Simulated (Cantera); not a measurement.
A perfectly stirred reactor is fed with 4.42 % C₂H₆, 19.6 % O₂, 73.9 % N₂, 2.08 % H₂O, at 3.90 bar; it is adiabatic with a 450 K inlet, and is followed from long to short residence time, starting on the burning branch (τ in s: 0.1, 0.047, 0.022, 0.01, 0.0048, 0.0022, 0.001, 0.00048, 0.00022, 0.0001, 4.8e-05, 2.2e-05).

Cantera simulation using GRI-Mech 3.0 (53 species, 325 reactions); the numbers are that mechanism's predictions, not measurements.

Problem. Predict: blow-out, bracketed by the residence times tried; x(C₂H₆) at τ = 0.100 s; x(O₂) at τ = 0.100 s; x(NO₂) at τ = 0.100 s; x(CH₃) at τ = 0.100 s; x(C₂H₄) at τ = 0.100 s; x(C₂H₆) at τ = 1.00 ms; x(O₂) at τ = 1.00 ms; x(NO₂) at τ = 1.00 ms; x(CH₃) at τ = 1.00 ms; x(C₂H₄) at τ = 1.00 ms.

Solution. 
```
Item                                                                           Value
------------------------------------------------  ----------------------------------
blow-out, bracketed by the residence times tried  burning at 48.0 µs, out at 22.0 µs
x(C₂H₆) at τ = 0.100 s                                                       1.58e-7
x(O₂) at τ = 0.100 s                                                          0.0398
x(NO₂) at τ = 0.100 s                                                        8.95e-7
x(CH₃) at τ = 0.100 s                                                        3.89e-7
x(C₂H₄) at τ = 0.100 s                                                       4.99e-7
x(C₂H₆) at τ = 1.00 ms                                                       8.73e-6
x(O₂) at τ = 1.00 ms                                                          0.0423
x(NO₂) at τ = 1.00 ms                                                        1.16e-7
x(CH₃) at τ = 1.00 ms                                                        9.58e-6
x(C₂H₄) at τ = 1.00 ms                                                       1.99e-5
```
